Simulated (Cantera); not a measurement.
An adiabatic, constant-pressure homogeneous reactor starts with 21.1 % CH₄, 16.6 % O₂, 62.3 % N₂, at 1750 K and 3750 Torr.

Computed with Cantera and GRI-Mech 3.0 (53 species, 325 reactions).

One state of this run: T (K) = 2501; x CH₄ = 0.00113; x O₂ = 9.64e-7; x C₂H₂ = 0.00389; x HO₂ = 2.06e-9; x NO = 0.000113. x: mole fraction; the columns are a selection and need not sum to one.

Q: Which value of t (s) does it belong to?
A) 0.00520
B) 0.0704
C) 0.000916
D) 0.000161

A: D, 0.000161
